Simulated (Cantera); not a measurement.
What does this Cantera script print?

```python
import numpy as np
import cantera as ct

gas = ct.Solution("gri30.yaml")
gas.TPX = 1273, 46000, {'CH4': 1, 'N2': 3.5}
reactor = ct.IdealGasConstPressureReactor(gas, energy="off", clone=False)
net = ct.ReactorNet([reactor])
net.rtol, net.atol = 1e-08, 1e-18
show = ['CH4', 'C2H', 'CH2', 'C2H6', 'C2H2', 'H']
times = np.geomspace(9e-06, 100, 14)

steps = ct.SolutionArray(gas, extra=["t"])
rows = []
print(f"{'t/s':>10s}{'T/K':>9s}{'P/Pa':>11s}" + "".join(f"{s:>11s}" for s in show))
for t in times:
    while net.time < t:
        t_next = net.step()
        steps.append(gas.state, t=t_next)
    rows.append([np.interp(t, steps.t, y) for y in (steps.T, steps.P, *steps(*show).X.T)])
    print(f"{t:10.3e}{rows[-1][0]:9.1f}{rows[-1][1]:11.4g}" + "".join(f"{x:11.3e}" for x in rows[-1][2:]))
rate = np.gradient(steps.T, steps.t)
print("integrator steps:", len(steps.t))
if steps.T.max() > steps.T[0] + 200:
    print(f"time of steepest temperature rise: {steps.t[rate.argmax()]:.4e} s")
gas.TPX = 1273, 46000, {'CH4': 1, 'N2': 3.5}
gas.equilibrate("TP")
print(f"equilibrium (TP): T = {gas.T:.1f} K  " + "  ".join(f"{s} {gas[s].X[0]:.3e}" for s in show))
```

Output:

```
       t/s      T/K       P/Pa        CH4        C2H        CH2       C2H6       C2H2          H
 9.000e-06   1273.0    4.6e+04  2.222e-01  2.775e-36  2.137e-18  3.028e-16  4.430e-25  1.696e-10
 3.135e-05   1273.0    4.6e+04  2.222e-01  4.806e-33  1.881e-17  1.463e-14  2.055e-22  1.697e-10
 1.092e-04   1273.0    4.6e+04  2.222e-01  5.060e-30  1.838e-16  6.391e-13  5.736e-20  1.697e-10
 3.804e-04   1273.0    4.6e+04  2.222e-01  3.543e-27  2.057e-15  2.746e-11  1.116e-17  1.697e-10
 1.325e-03   1273.0    4.6e+04  2.222e-01  2.096e-24  2.405e-14  1.151e-09  1.897e-15  1.700e-10
 4.615e-03   1273.0    4.6e+04  2.222e-01  1.248e-21  2.576e-13  4.495e-08  3.349e-13  1.736e-10
 1.607e-02   1273.0    4.6e+04  2.222e-01  4.986e-19  1.253e-12  1.037e-06  4.621e-11  1.900e-10
 5.599e-02   1273.0    4.6e+04  2.222e-01  1.374e-17  1.775e-12  7.059e-06  1.947e-09  2.067e-10
 1.950e-01   1273.0    4.6e+04  2.222e-01  1.265e-16  2.785e-12  2.770e-05  5.124e-08  2.647e-10
 6.793e-01   1273.0    4.6e+04  2.220e-01  2.272e-15  5.641e-12  8.630e-05  1.839e-06  5.665e-10
 2.366e+00   1273.0    4.6e+04  2.212e-01  5.960e-14  9.230e-12  1.597e-04  6.678e-05  2.198e-09
 8.242e+00   1273.0    4.6e+04  2.181e-01  6.906e-13  8.970e-12  1.524e-04  9.498e-04  8.880e-09
 2.871e+01   1273.0    4.6e+04  2.081e-01  3.109e-12  7.096e-12  1.102e-04  4.948e-03  2.917e-08
 1.000e+02   1273.0    4.6e+04  1.808e-01  8.400e-12  4.860e-12  5.987e-05  1.524e-02  7.649e-08
integrator steps: 1279
equilibrium (TP): T = 1273.0 K  CH4 7.868e-02  C2H 2.346e-11  CH2 5.880e-12  C2H6 4.289e-05  C2H2 2.565e-02  H 4.366e-07
```

Detailed kinetics in Cantera: GRI-Mech 3.0 (53 species, 325 reactions). GRI-Mech 3.0 stops at C3 and has no aromatics, soot or wall deposition, so with more carbon than oxygen in the feed, carbon stays in small species such as C2H2 where larger ones or solid carbon would form.
